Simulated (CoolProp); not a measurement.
Vapour-liquid equilibrium of R143a (1) + R1234yf (2) at -21.55 °C; x and y are mole fractions of (1).

Model: multi-fluid Helmholtz-energy mixture model, Lemmon and Jacobsen 2000 and Lemmon 2022; pair parameters Bell 2016, in CoolProp.

Task: Give the bubble pressure and the first vapour's composition at x = 0.05, 0.35, 0.95. Is there an azeotrope?

Result: x = 0.05: 0.1507 MPa, y = 0.103; x = 0.35: 0.2006 MPa, y = 0.522; x = 0.95: 0.2904 MPa, y = 0.972. No azeotrope shows between x = 0.05 and 0.95.

The pair parameters rest on a limited set of measurements; away from them the model extrapolates.
